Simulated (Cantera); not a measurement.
What does this Cantera script print?

```python
import numpy as np
import cantera as ct

gas = ct.Solution("gri30.yaml")
gas.TPX = 1400, 370, {'C2H6': 1, 'H2': 34}
reactor = ct.IdealGasConstPressureReactor(gas, energy="off", clone=False)
net = ct.ReactorNet([reactor])
net.rtol, net.atol = 1e-08, 1e-18
show = ['C2H6', 'H2', 'CH2', 'C2H4', 'CH4', 'CH3', 'C2H2']
times = np.geomspace(4e-06, 2, 12)

steps = ct.SolutionArray(gas, extra=["t"])
rows = []
print(f"{'t/s':>10s}{'T/K':>9s}{'P/Pa':>11s}" + "".join(f"{s:>11s}" for s in show))
for t in times:
    while net.time < t:
        t_next = net.step()
        steps.append(gas.state, t=t_next)
    rows.append([np.interp(t, steps.t, y) for y in (steps.T, steps.P, *steps(*show).X.T)])
    print(f"{t:10.3e}{rows[-1][0]:9.1f}{rows[-1][1]:11.4g}" + "".join(f"{x:11.3e}" for x in rows[-1][2:]))
rate = np.gradient(steps.T, steps.t)
print("integrator steps:", len(steps.t))
if steps.T.max() > steps.T[0] + 200:
    print(f"time of steepest temperature rise: {steps.t[rate.argmax()]:.4e} s")
gas.TPX = 1400, 370, {'C2H6': 1, 'H2': 34}
gas.equilibrate("TP")
print(f"equilibrium (TP): T = {gas.T:.1f} K  " + "  ".join(f"{s} {gas[s].X[0]:.3e}" for s in show))
```

Output:

```
       t/s      T/K       P/Pa       C2H6         H2        CH2       C2H4        CH4        CH3       C2H2
 4.000e-06   1400.0        370  2.857e-02  9.714e-01  8.696e-16  3.704e-12  7.853e-09  1.492e-06  4.526e-19
 1.319e-05   1400.0        370  2.857e-02  9.714e-01  3.185e-14  8.755e-11  8.472e-08  4.861e-06  2.985e-17
 4.347e-05   1400.0        370  2.856e-02  9.714e-01  1.211e-12  4.806e-09  8.964e-07  1.541e-05  4.632e-15
 1.433e-04   1400.0        370  2.854e-02  9.714e-01  4.649e-11  3.621e-07  8.953e-06  4.478e-05  1.326e-12
 4.725e-04   1400.0        370  2.843e-02  9.713e-01  1.347e-09  2.013e-05  7.589e-05  1.029e-04  8.023e-10
 1.558e-03   1400.0        370  2.751e-02  9.709e-01  2.128e-08  4.903e-04  5.408e-04  2.353e-04  3.893e-07
 5.136e-03   1400.0        370  2.069e-02  9.679e-01  2.499e-07  4.218e-03  5.508e-03  8.583e-04  4.527e-05
 1.693e-02   1400.0        370  1.961e-03  9.567e-01  4.973e-07  1.050e-02  2.725e-02  9.004e-04  1.543e-03
 5.582e-02   1400.0        370  1.019e-05  9.562e-01  9.761e-08  7.264e-03  3.014e-02  3.148e-04  5.525e-03
 1.840e-01   1400.0        370  2.855e-06  9.567e-01  1.864e-08  4.174e-03  3.015e-02  1.302e-04  8.633e-03
 6.067e-01   1400.0        370  1.194e-06  9.569e-01  4.502e-09  1.852e-03  3.009e-02  6.255e-05  1.096e-02
 2.000e+00   1400.0        370  6.082e-07  9.571e-01  1.791e-09  4.358e-04  3.000e-02  3.911e-05  1.240e-02
integrator steps: 845
equilibrium (TP): T = 1400.0 K  C2H6 5.459e-09  H2 9.721e-01  CH2 1.486e-10  C2H4 7.765e-05  CH4 1.545e-03  CH3 2.524e-06  C2H2 2.622e-02
```

Detailed kinetics in Cantera: GRI-Mech 3.0 (53 species, 325 reactions). GRI-Mech 3.0 stops at C3 and has no aromatics, soot or wall deposition, so with more carbon than oxygen in the feed, carbon stays in small species such as C2H2 where larger ones or solid carbon would form. Radical loss at walls, strong at low pressure, is not modelled.
